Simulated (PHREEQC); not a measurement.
0.052 g of hydrous ferric oxide (600 m²/g; 0.2 weak and 0.005 strong sites per Fe, Dzombak-Morel constants, diffuse double layer) in 1 kg of water with 0.3 mol/kgw of an inert sodium salt and 0.0015 mmol/kgw ZnCl2, at 25 °C; the pH is set by adding NaOH or the inert anion's acid. Oxygen alone is held at its pressure in air (log pO2 = -0.68). The system is closed to CO2. Precipitation was switched off in this run.

The series has 17 steps of pH, from 3 to 9.

All values are PHREEQC results (ion-association model, wateq4f.dat), not measurements.

Q: Near which pH is half of the Zn sorbed, and on which side is more sorbed?

A: Near pH 6.5, with more sorbed at higher pH.

Species that the database lacks are ignored. The oxide is taken as insoluble; below pH 4 it would dissolve.
